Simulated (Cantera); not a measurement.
Feed: 1 mol SiCl4, 4.3 mol HCl, 2.6 mol H2, equilibrated at 0.940 bar.

Method: chemical equilibrium by Gibbs-energy minimisation in Cantera with the NASA 1993 tables (ideal gas, pure condensed phases). Candidate condensed phases: Si; 19 gas species. Equilibrium is a limit: real reactors are often held back by kinetics, nucleation or transport.

At 577 °C, list the 4 most abundant gas species with their mole fractions, and the condensed phases.

HCl 0.544, H2 0.329, SiCl4 0.126, SiHCl3 0.000127. Condensed: gas only.
